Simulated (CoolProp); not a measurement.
A single-stage vapour-compression cycle with R365MFC: evaporating at 288.15 K (dew point), condensing at 328.15 K (bubble point), superheat 5 K, subcooling 5 K, compressor efficiency 0.9, no pressure losses. Each further row changes one setting.

Computed with CoolProp (reference Helmholtz-energy equation of state, Lemmon 2016).

| case | cooling COP | pressure ratio | discharge temperature (K) | refrigerating effect (kJ/kg) | volumetric capacity (kJ/m³) |
|---|---|---|---|---|---|
| as stated | 5.66 | 4.50 | 328.1 | 156 | 360 |
| evaporating temperature 293.15 K | 6.74 | 3.63 | 328.1 | ? | ? |
| condensing temperature 323.15 K | ? | ? | 323.1 | 163 | 377 |
| subcooling 10 K | 5.92 | 4.50 | 328.1 | 163 | 377 |
| superheat 15 K | 5.78 | 4.50 | 334.3 | ? | ? |
| compressor efficiency 0.8 | 5.03 | 4.50 | 328.1 | 156 | 360 |

Complete the blanks.


- evaporating temperature 293.15 K, refrigerating effect (kJ/kg): 161
- evaporating temperature 293.15 K, volumetric capacity (kJ/m³): 454
- condensing temperature 323.15 K, cooling COP: 6.65
- condensing temperature 323.15 K, pressure ratio: 3.82
- superheat 15 K, refrigerating effect (kJ/kg): 166
- superheat 15 K, volumetric capacity (kJ/m³): 370

The compression ends wet for: as stated; evaporating temperature 293.15 K; condensing temperature 323.15 K; subcooling 10 K; compressor efficiency 0.8.
